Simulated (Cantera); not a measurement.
## Premixed flame

A freely propagating, adiabatic, planar premixed flame of CH4 : C2H6 : O2 : N2 = 1 : 0.076 : 1.51 : 5.68 (molar parts), unburnt at 423 K and 0.868 atm; mixture-averaged transport, grid criteria slope 0.08 and curve 0.16, no radiation.

Cantera simulation using GRI-Mech 3.0 (53 species, 325 reactions); the numbers are that mechanism's predictions, not measurements. Burning velocities carry a grid error of a few per cent, more on coarse grids.

```csv
z (mm),T (K),u (m/s),x CH4,x C2H6,x O2,x CO2,x O,x C2H
-3.05,424,0.244,0.120,0.00916,0.182,5.91e-7,<1e-8,<1e-8
-2.03,429,0.249,0.119,0.00910,0.181,8.01e-6,<1e-8,<1e-8
-1.52,450,0.263,0.117,0.00901,0.178,5.75e-5,<1e-8,<1e-8
-1.02,571,0.339,0.108,0.00860,0.167,0.000626,<1e-8,<1e-8
-0.508,1029,0.628,0.0738,0.00601,0.122,0.00535,9.27e-7,<1e-8
-0.254,1405,0.871,0.0437,0.00299,0.0768,0.0119,1.44e-5,<1e-8
0,1742,1.09,0.0154,0.000422,0.0311,0.0210,5.80e-5,3.77e-7
0.254,1903,1.20,0.00427,2.80e-5,0.00862,0.0286,4.58e-5,1.11e-6
0.508,1956,1.23,0.00180,4.10e-6,0.00238,0.0329,1.87e-5,9.79e-7
1.02,1984,1.25,0.000850,5.01e-7,0.000276,0.0367,4.09e-6,5.07e-7
2.03,1994,1.26,0.000563,9.10e-8,1.50e-5,0.0387,1.05e-6,2.09e-7
4.07,1997,1.26,0.000434,2.85e-8,8.64e-7,0.0394,4.74e-7,9.63e-8
8.13,1996,1.26,0.000291,<1e-8,3.29e-7,0.0394,3.60e-7,4.41e-8
```
x: mole fraction of selected species; z is measured from the peak of heat release.

```json
{
  "laminar_burning_velocity": "24.3 cm/s",
  "thermal_thickness": "1.02 mm",
  "peak x(O)": "6.18e-5",
  "peak x(C2H)": "1.14e-6",
  "grid_points": "125"
}
```
